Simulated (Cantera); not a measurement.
A perfectly stirred reactor is fed with N₂O : N₂ = 1 : 3.7 (molar parts), at 0.870 bar; it is held at 1450 K, and followed from long to short residence time.

Model: GRI-Mech 3.0 (53 species, 325 reactions), integrated in Cantera. GRI-Mech 3.0 was tuned for natural gas; its chemistry of N2O as a main component is partial and can be far from experiment. The temperature is held fixed by assumption; the heat of reaction is taken as removed at once.

```csv
quantity,before,after
x(N₂O) at τ = 8.20 s,0.00161,0.00607
x(N₂) at τ = 8.20 s,0.898,0.895
x(NO) at τ = 8.20 s,0.00995,0.0112
x(O₂) at τ = 8.20 s,0.0904,0.0877
x(O) at τ = 8.20 s,5.60e-6,2.85e-6
x(N₂O) at τ = 98.0 ms,0.0639,0.131
x(N₂) at τ = 98.0 ms,0.857,0.826
x(NO) at τ = 98.0 ms,0.0242,0.0115
x(O₂) at τ = 98.0 ms,0.0550,0.0309
x(O) at τ = 98.0 ms,2.87e-5,1.13e-5
```

Name the change that produced these shifts.
A. pressure from 0.870 bar to 0.440 bar
B. pressure from 0.870 bar to 1.10 bar
C. temperature 1450 to 1348 K
D. temperature 1450 to 1150 K

C, temperature 1450 to 1348 K
